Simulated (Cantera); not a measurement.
A closed system holds: 1 mol borazine, 0.36 mol O₂, 140 mol H₂, at 10.0 mbar.

Equilibrium computed with Cantera from the NASA thermochemical tables; the gas is ideal and each condensed phase is pure. Candidate condensed phases: B, BN, B₂O₃, B₃O₃H₃, H₂O; 39 gas species. The feed counts by its element totals alone. Kinetics and transport are ignored.

Question: What share of the B ends up in condensed phases as a function of T (K), at 1698, 1798, 1898, 1998, 2098, 2198, 2298, 2398?

Answer: 
| T (K) | B condensed (%) | as |
|---|---|---|
| 1698 | 76.1 | BN(s) |
| 1798 | 75.8 | BN(s) |
| 1898 | 74.8 | BN(s) |
| 1998 | 73.7 | B(s) |
| 2098 | 71.7 | B(s) |
| 2198 | 68.2 | B(s) |
| 2298 | 60.8 | B(s) |
| 2398 | 45.1 | B(l) |
